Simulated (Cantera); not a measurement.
An isothermal, constant-pressure homogeneous reactor starts with 1.72 % C₂H₄, 1.24 % O₂, 95.4 % N₂, 1.62 % CH₄, equivalence ratio 6.8, at 1623 K and 1000000 Pa.

Detailed kinetics in Cantera: GRI-Mech 3.0 (53 species, 325 reactions). GRI-Mech 3.0 was tuned for natural gas; its chemistry of ethylene as a main component is partial and can be far from experiment. GRI-Mech 3.0 stops at C3 and has no aromatics, soot or wall deposition, so with more carbon than oxygen in the feed, carbon stays in small species such as C2H2 where larger ones or solid carbon would form.

x: mole fraction; the columns are a selection and need not sum to one.

| t (s) | x C₂H₄ | x O₂ | x NO | x H | x CH₃ | x C₂H | x H₂O |
|---|---|---|---|---|---|---|---|
| 0.000200 | [?] | 0.00369 | 2.88e-8 | 1.64e-5 | 0.000180 | 3.63e-8 | 0.00552 |
| 0.000478 | [?] | 0.00157 | 3.12e-8 | 1.02e-5 | 9.32e-5 | 1.98e-8 | 0.00702 |
| 0.00114 | [?] | 0.000704 | 2.75e-8 | 6.01e-6 | 5.00e-5 | 1.14e-8 | 0.00769 |
| 0.00274 | [?] | 0.000273 | 2.26e-8 | 4.14e-6 | 3.23e-5 | 7.63e-9 | 0.00805 |
| 0.00654 | 0.000351 | 5.71e-5 | 1.67e-8 | 3.40e-6 | 2.45e-5 | 6.11e-9 | 0.00819 |
| 0.0156 | 0.000352 | 2.10e-6 | 9.60e-9 | 3.33e-6 | 2.06e-5 | 5.82e-9 | 0.00811 |
| 0.0374 | 0.000379 | 6.32e-10 | 2.92e-9 | 3.55e-6 | 1.65e-5 | 5.98e-9 | 0.00788 |
| 0.0895 | [?] | <1e-12 | 4.88e-10 | 3.85e-6 | 1.18e-5 | 6.19e-9 | 0.00750 |
| 0.214 | 0.000465 | <1e-12 | 2.97e-10 | 4.15e-6 | 8.02e-6 | 6.27e-9 | 0.00693 |
| 0.512 | 0.000482 | <1e-12 | 2.27e-10 | 4.34e-6 | 6.42e-6 | 5.98e-9 | 0.00582 |
| 1.22 | 0.000480 | <1e-12 | 1.52e-10 | 4.49e-6 | 5.97e-6 | 5.33e-9 | 0.00398 |
| 2.93 | 0.000469 | <1e-12 | 7.51e-11 | 4.65e-6 | 5.64e-6 | 4.62e-9 | 0.00182 |
| 7.00 | 0.000456 | <1e-12 | 1.84e-11 | 4.76e-6 | 5.46e-6 | 4.17e-9 | 0.000359 |

**Question.** Complete the blanks.

**Answer.** 
- 0.000200, x C₂H₄: 0.00619
- 0.000478, x C₂H₄: 0.00287
- 0.00114, x C₂H₄: 0.00111
- 0.00274, x C₂H₄: 0.000471
- 0.0895, x C₂H₄: 0.000423
